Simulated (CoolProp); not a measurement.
Vapour-liquid equilibrium of n-heptane (1) + ethylbenzene (2) at 301.8 K; x and y are mole fractions of (1).

Model: multi-fluid Helmholtz-energy mixture model, Span 2003 and Zhou 2012; pair parameters Bell 2016, in CoolProp.

```csv
x,"bubble pressure, mixture model (bar)","bubble pressure, Raoult's law (bar)","y, mixture model","y, Raoult's law"
0.05,0.02038,0.01857,0.266,0.196
0.125,0.02660,0.02286,0.479,0.399
0.2,0.03206,0.02715,0.600,0.537
0.275,0.03693,0.03143,0.680,0.638
0.35,0.04134,0.03572,0.738,0.714
0.425,0.04541,0.04001,0.783,0.774
0.5,0.04923,0.04429,0.821,0.823
0.575,0.05287,0.04858,0.853,0.863
0.65,0.05641,0.05287,0.882,0.896
0.725,0.05989,0.05716,0.909,0.924
0.8,0.06337,0.06144,0.934,0.949
0.875,0.06687,0.06573,0.959,0.970
0.95,0.07044,0.07002,0.983,0.989
```

The largest gap from Raoult's law is +18.1 % in bubble pressure, at x = 0.2. No azeotrope shows between x = 0.05 and 0.95.

The pair parameters rest on a limited set of measurements; away from them the model extrapolates.
